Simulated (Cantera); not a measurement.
A closed system holds: 1 mol Fe(CO)5, 0.1 mol O2, 2.3 mol N2, equilibrated at 1298 K and 77.0 mbar.

Equilibrium computed with Cantera from the NASA thermochemical tables; the gas is ideal and each condensed phase is pure. Candidate condensed phases: C, Fe, Fe(CO)5, FeO, Fe2O3, Fe3O4; 27 gas species. Kinetics and transport are ignored.

Base state: CO 0.658, N2 0.315, CO2 0.0274 (mole fractions); condensed: Fe(γ).

Question: What changes in the equilibrium state with this change: temperature from 1298 K to 900 K?

Answer: 
| species | before | after |
|---|---|---|
| CO | 0.658 | 0.533 |
| N2 | 0.315 | 0.344 |
| CO2 | 0.0274 | 0.122 |
| Fe(γ), mol | 1.00 | 0 |
| C(graphite), mol | 0 | 0.618 |
| Fe(α), mol | 0 | 1.00 |
Condensed phases not in the tables: cementite and carbon dissolved in iron.
